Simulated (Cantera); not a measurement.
A Cantera script and what it prints.

```python
import numpy as np
import cantera as ct

gas_names = """
    H HO2 H2 H2O H2O2 H2S H2SO4 O OH O2 O3 S SH SO SO2 SO3 S2 S2O S8
""".split()
cond_names = """
    H2O(s) H2O(L) H2SO4(L) S(cr1) S(cr2) S(L)
""".split()


# ... load() reads the species with a 1 bar reference pressure and builds the phases ...
atoms = {
    'SO2': {'S': 1, 'O': 2},
    'H2': {'H': 2},
    'O2': {'O': 2},
}
top_T = {}  # K; cautious upper limits of use, not melting points


# ... equilibrate(T, P, feed) seeds the gas with the atoms and calls Mixture.equilibrate('TP', solver="vcs", rtol=1e-11, max_steps=5000) ...
results = []
feed = {'SO2': 1, 'H2': 0.27, 'O2': 0.085}  # mol
P = 2700  # Pa
for T in [800, 950, 1100, 1250, 1400, 1550, 1700, 1850, 2000, 2150, 2300]:
    mix = equilibrate(T, P, feed)
    results.append((T, P, feed, dict(zip(mix.species_names, mix.species_moles))))

top = {s: max(r[3][s] / sum(r[3][g] for g in gas_names) for r in results) for s in gas_names}
cols = sorted((s for s in top if top[s] > 1e-06), key=lambda s: -top[s])[:5]
seen = [c for c in cond_names if any(r[3].get(c, 0) > 1e-12 for r in results)]
print("log10 of partial pressures in bar; condensed amounts in mol")
print(f"{'T/K':>10s}" + "".join(f"{s[:9]:>10s}" for s in cols + seen))
for T, P, feed, n in results:
    ng = sum(n[g] for g in gas_names)
    print(f"{T:10.4g}" + "".join(f"{np.log10(max(n[s] / ng * P / 1e5, 1e-99)):10.3f}" for s in cols)
          + "".join(f"{n.get(c, 0):10.4g}" for c in seen))
```

Result:

```
log10 of partial pressures in bar; condensed amounts in mol
       T/K       SO2       H2O        SO        H2        S2
       800    -1.685    -2.240    -7.450    -5.622    -3.352
       950    -1.685    -2.238    -6.189    -4.932    -3.325
      1100    -1.685    -2.238    -5.276    -4.428    -3.318
      1250    -1.686    -2.242    -4.586    -4.046    -3.327
      1400    -1.686    -2.249    -4.050    -3.752    -3.358
      1550    -1.687    -2.259    -3.630    -3.528    -3.426
      1700    -1.690    -2.271    -3.304    -3.364    -3.559
      1850    -1.695    -2.284    -3.067    -3.261    -3.808
      2000    -1.701    -2.292    -2.920    -3.223    -4.232
      2150    -1.708    -2.301    -2.833    -3.228    -4.752
      2300    -1.725    -2.326    -2.724    -3.206    -5.047
```

Method: chemical equilibrium by Gibbs-energy minimisation in Cantera with the NASA 1993 tables (ideal gas, pure condensed phases). Gases not in the tables: S3 to S7.
